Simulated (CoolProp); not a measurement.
Vapour-liquid equilibrium of n-hexane (1) + dimethyl carbonate (2) at 0.279 MPa; x and y are mole fractions of (1).

Model: multi-fluid Helmholtz-energy mixture model, Thol 2019 and Zhou 2011; pair parameters Bell 2016, in CoolProp.

Question: Give the bubble temperature and the first vapour's composition at x = 0.35, 0.65, 0.8. Is there an azeotrope?

Answer: x = 0.35: 103.8 °C, y = 0.561; x = 0.65: 101.2 °C, y = 0.683; x = 0.8: 101.3 °C, y = 0.769. y crosses x between x = 0.65 and 0.8: the model has an azeotrope there.

The pair parameters rest on a limited set of measurements; away from them the model extrapolates.
